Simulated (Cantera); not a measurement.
Input (Python, Cantera) and output of one run.

```python
import numpy as np
import cantera as ct

gas_names = """
    Cu CuF CuF2 CuO Cu2 F FO FO2 F2 F2O H HF HOF HO2 H2 H2F2 H2O H2O2 H3F3 H4F4 H5F5 H6F6 H7F7 O OH O2
    O3
""".split()
cond_names = """
    Cu(cr) Cu(L) CuF2(s) CuF2(L) CuO(s) CuO2H2(s) Cu2O(s) Cu2O(L) H2O(s) H2O(L)
""".split()


# ... load() reads the species with a 1 bar reference pressure and builds the phases ...
atoms = {
    'CuF2': {'Cu': 1, 'F': 2},
    'H2O': {'H': 2, 'O': 1},
    'H2': {'H': 2},
}
top_T = {'CuO(s)': 1390}  # K; cautious upper limits of use, not melting points


# ... equilibrate(T, P, feed) seeds the gas with the atoms and calls Mixture.equilibrate('TP', solver="vcs", rtol=1e-11, max_steps=5000) ...
results = []
feed = {'CuF2': 1, 'H2O': 0.59, 'H2': 5.6}  # mol
for P in [0.1, 0.56, 3.2, 18, 100, 560, 3200, 18000, 100000]:
    for T in [623, 773, 923, 1073, 1223, 1373, 1523, 1673, 1823, 1973, 2123]:
        mix = equilibrate(T, P, feed)
        results.append((T, P, feed, dict(zip(mix.species_names, mix.species_moles))))

for T, P, feed, n in results:
    print(f"{T:7g} {P:10.4g}  " + (" + ".join(c for c in cond_names if n.get(c, 0) > 1e-12) or "gas only"))
```

Result:

```
    623        0.1  Cu(cr)
    773        0.1  Cu(cr)
    923        0.1  Cu(cr)
   1073        0.1  Cu(cr)
   1223        0.1  Cu(cr)
   1373        0.1  gas only
   1523        0.1  gas only
   1673        0.1  gas only
   1823        0.1  gas only
   1973        0.1  gas only
   2123        0.1  gas only
    623       0.56  Cu(cr)
    773       0.56  Cu(cr)
    923       0.56  Cu(cr)
   1073       0.56  Cu(cr)
   1223       0.56  Cu(cr)
   1373       0.56  gas only
   1523       0.56  gas only
   1673       0.56  gas only
   1823       0.56  gas only
   1973       0.56  gas only
   2123       0.56  gas only
    623        3.2  Cu(cr)
    773        3.2  Cu(cr)
    923        3.2  Cu(cr)
   1073        3.2  Cu(cr)
   1223        3.2  Cu(cr)
   1373        3.2  Cu(L)
   1523        3.2  gas only
   1673        3.2  gas only
   1823        3.2  gas only
   1973        3.2  gas only
   2123        3.2  gas only
    623         18  Cu(cr)
    773         18  Cu(cr)
    923         18  Cu(cr)
   1073         18  Cu(cr)
   1223         18  Cu(cr)
   1373         18  Cu(L)
   1523         18  Cu(L)
   1673         18  gas only
   1823         18  gas only
   1973         18  gas only
   2123         18  gas only
    623        100  Cu(cr)
    773        100  Cu(cr)
    923        100  Cu(cr)
   1073        100  Cu(cr)
   1223        100  Cu(cr)
   1373        100  Cu(L)
   1523        100  Cu(L)
   1673        100  Cu(L)
   1823        100  gas only
   1973        100  gas only
   2123        100  gas only
    623        560  Cu(cr)
    773        560  Cu(cr)
    923        560  Cu(cr)
   1073        560  Cu(cr)
   1223        560  Cu(cr)
   1373        560  Cu(L)
   1523        560  Cu(L)
   1673        560  Cu(L)
   1823        560  gas only
   1973        560  gas only
   2123        560  gas only
    623       3200  Cu(cr)
    773       3200  Cu(cr)
    923       3200  Cu(cr)
   1073       3200  Cu(cr)
   1223       3200  Cu(cr)
   1373       3200  Cu(L)
   1523       3200  Cu(L)
   1673       3200  Cu(L)
   1823       3200  Cu(L)
   1973       3200  Cu(L)
   2123       3200  gas only
    623    1.8e+04  Cu(cr)
    773    1.8e+04  Cu(cr)
    923    1.8e+04  Cu(cr)
   1073    1.8e+04  Cu(cr)
   1223    1.8e+04  Cu(cr)
   1373    1.8e+04  Cu(L)
   1523    1.8e+04  Cu(L)
   1673    1.8e+04  Cu(L)
   1823    1.8e+04  Cu(L)
   1973    1.8e+04  Cu(L)
   2123    1.8e+04  Cu(L)
    623      1e+05  Cu(cr)
    773      1e+05  Cu(cr)
    923      1e+05  Cu(cr)
   1073      1e+05  Cu(cr)
   1223      1e+05  Cu(cr)
   1373      1e+05  Cu(L)
   1523      1e+05  Cu(L)
   1673      1e+05  Cu(L)
   1823      1e+05  Cu(L)
   1973      1e+05  Cu(L)
   2123      1e+05  Cu(L)
```

Equilibrium computed with Cantera from the NASA thermochemical tables; the gas is ideal and each condensed phase is pure.
